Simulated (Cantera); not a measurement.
What does this Cantera script print?

```python
import numpy as np
import cantera as ct

gas_names = [...]  # 109 gases of nasa_gas.yaml made of C, Cl, H, Si
cond_names = """
    C(gr) C6H6(L) C7H8(L) C8H18(L),n-octa Si(cr) Si(L) SiC(b)
""".split()


# ... load() reads the species with a 1 bar reference pressure and builds the phases ...
atoms = {
    'SiCl4': {'Si': 1, 'CL': 4},
    'C2H4': {'C': 2, 'H': 4},
    'H2': {'H': 2},
}
top_T = {'C(gr)': 4500, 'SiC(b)': 3050}  # K; cautious upper limits of use, not melting points


# ... equilibrate(T, P, feed) seeds the gas with the atoms and calls Mixture.equilibrate('TP', solver="vcs", rtol=1e-11, max_steps=5000) ...
results = []
feed = {'SiCl4': 1, 'C2H4': 0.49, 'H2': 150}  # mol
P = 75000  # Pa
for T in [925, 975, 1025, 1075, 1125, 1175, 1225, 1275, 1325, 1375, 1425, 1475, 1525]:
    mix = equilibrate(T, P, feed)
    results.append((T, P, feed, dict(zip(mix.species_names, mix.species_moles))))

top = {s: max(r[3][s] / sum(r[3][g] for g in gas_names) for r in results) for s in gas_names}
cols = sorted((s for s in top if top[s] > 1e-06), key=lambda s: -top[s])[:9]
seen = [c for c in cond_names if any(r[3].get(c, 0) > 1e-12 for r in results)]
print("log10 of partial pressures in bar; condensed amounts in mol")
print(f"{'T/K':>10s}" + "".join(f"{s[:9]:>10s}" for s in cols + seen))
for T, P, feed, n in results:
    ng = sum(n[g] for g in gas_names)
    print(f"{T:10.4g}" + "".join(f"{np.log10(max(n[s] / ng * P / 1e5, 1e-99)):10.3f}" for s in cols)
          + "".join(f"{n.get(c, 0):10.4g}" for c in seen))
```

Result:

```
log10 of partial pressures in bar; condensed amounts in mol
       T/K        H2       HCL       CH4     SiCL4    SiHCL3     SiCL2   SiH2CL2     SiCL3         H    SiC(b)
       925    -0.133    -2.148    -2.479    -2.610    -3.035    -6.153    -4.467    -5.181    -9.651    0.3089
       975    -0.134    -1.995    -2.599    -2.741    -3.123    -5.724    -4.485    -4.959    -9.009    0.4702
      1025    -0.135    -1.885    -2.760    -2.920    -3.235    -5.343    -4.506    -4.791    -8.428    0.6272
      1075    -0.135    -1.813    -2.955    -3.143    -3.371    -5.004    -4.530    -4.673    -7.901    0.7547
      1125    -0.136    -1.770    -3.171    -3.398    -3.524    -4.704    -4.560    -4.596    -7.420    0.8426
      1175    -0.136    -1.746    -3.387    -3.671    -3.689    -4.441    -4.599    -4.551    -6.980    0.8964
      1225    -0.136    -1.732    -3.585    -3.958    -3.868    -4.219    -4.652    -4.538    -6.574     0.927
      1275    -0.136    -1.725    -3.746    -4.263    -4.068    -4.045    -4.732    -4.561    -6.201    0.9434
      1325    -0.136    -1.721    -3.863    -4.588    -4.294    -3.924    -4.844    -4.623    -5.855     0.952
      1375    -0.136    -1.719    -3.938    -4.928    -4.541    -3.847    -4.983    -4.719    -5.533    0.9565
      1425    -0.136    -1.717    -3.984    -5.271    -4.797    -3.803    -5.139    -4.834    -5.234    0.9588
      1475    -0.136    -1.717    -4.012    -5.607    -5.051    -3.777    -5.299    -4.958    -4.955    0.9601
      1525    -0.136    -1.716    -4.029    -5.931    -5.297    -3.762    -5.457    -5.083    -4.694    0.9609
```

These are equilibrium values from Cantera (NASA tables, ideal gas, pure condensed phases), not measurements of a reactor. The tables' values for SiCl3 are old estimates; treat these amounts as uncertain.
